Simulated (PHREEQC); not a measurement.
1 kg of water meets 20 L of dry gas (CO2 0.55, N2 0.45 by moles) at fixed total pressure, at 40 °C; fugacities by Peng-Robinson. The gases take part in no redox reaction, some water evaporates into the gas, and hydrates or a liquid gas phase aren't modelled. Nothing may precipitate in this run.

Computed with PHREEQC (ion-association model, phreeqc.dat).

**Question.** Predict dissolved CO2 (all carbonate carbon) (mol/kgw), φ of CO2 at P (atm) = 2, 30, 40.

**Answer.** 
```tsv
P (atm)	dissolved CO2 (all carbonate carbon) (mol/kgw)	φ of CO2
2	0.0247	0.991
30	0.331	0.875
40	0.419	0.836
```

Constants without temperature data keep their 25 °C values here.
